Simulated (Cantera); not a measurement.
A Cantera script and what it prints.

```python
import numpy as np
import cantera as ct

gas_names = """
    H HO2 H2 H2O H2O2 O OH O2 O3 Pb PbO Pb2
""".split()
cond_names = """
    H2O(s) H2O(L) Pb(cr) Pb(L) PbO(rd) PbO(yw) PbO(L) PbO2(s) Pb3O4(s)
""".split()


# ... load() reads the species with a 1 bar reference pressure and builds the phases ...
atoms = {
    'Pb': {'Pb': 1},
    'O2': {'O': 2},
    'H2': {'H': 2},
}
top_T = {'Pb3O4(s)': 820}  # K; cautious upper limits of use, not melting points


# ... equilibrate(T, P, feed) seeds the gas with the atoms and calls Mixture.equilibrate('TP', solver="vcs", rtol=1e-11, max_steps=5000) ...
results = []
feed = {'Pb': 1, 'O2': 0.1, 'H2': 47}  # mol
T = 1448.15  # K
P = 11  # Pa
mix = equilibrate(T, P, feed)
results.append((T, P, feed, dict(zip(mix.species_names, mix.species_moles))))
print(gas.report(threshold=0.0001))
for i in range(1, mix.n_phases):
    print(f"{mix.phase(i).name:16s} {mix.phase_moles(i):12.5e} mol")
```

It prints:

```
       temperature   1448.2 K
          pressure   11 Pa
           density   5.8054e-06 kg/m^3
  mean mol. weight   6.3546 kg/kmol
   phase of matter   gas

                          1 kg             1 kmol
                     ---------------   ---------------
          enthalpy        5.9363e+06        3.7723e+07  J
   internal energy        4.0415e+06        2.5682e+07  J
           entropy             40219        2.5558e+05  J/K
    Gibbs function       -5.2307e+07       -3.3239e+08  J
 heat capacity c_p            5032.2             31978  J/K
 heat capacity c_v            3723.8             23663  J/K

                      mass frac. Y      mole frac. X     chem. pot. / RT
                     ---------------   ---------------   ---------------
                 H        0.00013786        0.00086907           -13.821
                H2           0.30905           0.97414           -27.642
               H2O          0.011807         0.0041647           -60.828
                Pb           0.67901          0.020824           -19.834
     [   +8 minor]        1.1388e-06         1.134e-07

Pb(L)             0.00000e+00 mol
PbO(L)            0.00000e+00 mol
```

Cantera equilibrium calculation (NASA polynomials, part measured and part estimated; ideal gas, pure solids and liquids).
